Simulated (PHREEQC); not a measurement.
0.076 g of hydrous ferric oxide (600 m²/g; 0.2 weak and 0.005 strong sites per Fe, Dzombak-Morel constants, diffuse double layer) in 1 kg of water with 0.05 mol/kgw of an inert sodium salt and 0.00024 mol NaF, at 25 °C; the pH is set by adding NaOH or the inert anion's acid. Oxygen is held at 0.21 atm. No CO2 enters from the air. No solid was allowed to form.

Equilibrium calculation in PHREEQC: ion-association model, wateq4f.dat.

Q: Predict F sorbed (%), surface charge σ (C/m²) at pH = 3, 5.5, 8, 9.

A: 
```tsv
pH	F sorbed (%)	surface charge σ (C/m²)
3	25.0	0.236
5.5	16.1	0.098
8	0.5	0.003
9	0.1	-0.026
```

The oxide is taken as insoluble; below pH 4 it would dissolve.
